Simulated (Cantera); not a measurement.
A perfectly stirred reactor is fed with 54.5 % NO, 45.5 % N₂, at 0.582 atm; it is held at 2100 K, and followed from long to short residence time.

Model: GRI-Mech 3.0 (53 species, 325 reactions), integrated in Cantera.

x: mole fraction; the columns are a selection and need not sum to one.

| τ (s) | x NO | x N₂O | x N₂ | x O | x NO₂ |
|---|---|---|---|---|---|
| 1.2 | 0.147 | 9.30e-6 | 0.654 | 0.000820 | 0.000161 |
| 0.55 | 0.232 | 2.32e-5 | 0.611 | 0.000734 | 0.000227 |
| 0.26 | 0.330 | 4.77e-5 | 0.562 | 0.000620 | 0.000270 |
| 0.13 | ? | ? | 0.520 | ? | 0.000270 |
| 0.060 | 0.478 | ? | 0.488 | ? | ? |
| 0.028 | 0.514 | 0.000123 | 0.470 | 0.000304 | 0.000193 |
| 0.014 | 0.530 | 0.000131 | 0.462 | 0.000257 | 0.000165 |
| 0.0064 | 0.538 | 0.000132 | 0.458 | 0.000223 | 0.000143 |

**Question.** Some entries are withheld; supply them.

**Answer.** 
- 0.13, x NO: 0.414
- 0.13, x N₂O: 7.67e-5
- 0.13, x O: 0.000502
- 0.060, x N₂O: 0.000105
- 0.060, x O: 0.000386
- 0.060, x NO₂: 0.000235
